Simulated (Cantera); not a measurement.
Charge: 1 mol CHF₃, 0.042 mol HCl, 9.6 mol H₂, equilibrated at 60.0 Torr.

These are equilibrium values from Cantera (NASA tables, ideal gas, pure condensed phases), not measurements of a reactor. Candidate condensed phases: C, C₆H₆, C₇H₈, C₈H₁₈; 118 gas species. The numbers say what is thermodynamically allowed, not how fast it happens.

log p: log10 of the partial pressure in bar; n: condensed amount in mol.

```csv
T (°C),log p H₂,log p H,log p HF,log p C₂H₂ (acetylene),log p CH₄,log p F,log p C,n C(graphite)
625,-1.24,-10.58,-1.68,-11.52,-2.97,<-13,<-13,0.847
825,-1.23,-8.22,-1.69,-9.12,-3.90,<-13,<-13,0.982
1025,-1.23,…,-1.69,…,…,…,<-13,0.996
1225,-1.23,-5.38,-1.69,-6.28,-5.04,-10.40,<-13,0.999
1425,-1.23,-4.45,-1.69,-5.37,-5.41,-8.92,<-13,0.998
1625,-1.23,-3.72,-1.69,-4.65,-5.71,-7.75,-11.52,0.993
1825,-1.23,-3.13,-1.69,-4.08,-5.95,-6.80,-9.64,0.975
2025,-1.25,-2.64,-1.69,-3.61,-6.16,-6.02,-8.09,0.928
2225,-1.27,-2.24,-1.70,-3.24,-6.37,-5.35,-6.79,0.823
2425,-1.33,-1.91,-1.72,-2.96,-6.60,-4.78,-5.68,0.628
2625,-1.42,-1.65,-1.75,-2.76,-6.90,-4.28,-4.73,0.276
2825,…,…,…,…,…,…,…,0
3025,-1.78,-1.33,-1.86,-3.25,-8.09,-3.41,-3.48,0
3225,-2.04,-1.25,-1.93,-3.82,-8.94,-3.01,-3.09,0
```

Some entries are withheld; supply them.


- 1025, log p H: -6.58
- 1025, log p C₂H₂ (acetylene): -7.48
- 1025, log p CH₄: -4.56
- 1025, log p F: -12.33
- 2825, log p H₂: -1.57
- 2825, log p H: -1.46
- 2825, log p HF: -1.80
- 2825, log p C₂H₂ (acetylene): -2.85
- 2825, log p CH₄: -7.39
- 2825, log p F: -3.83
- 2825, log p C: -4.00
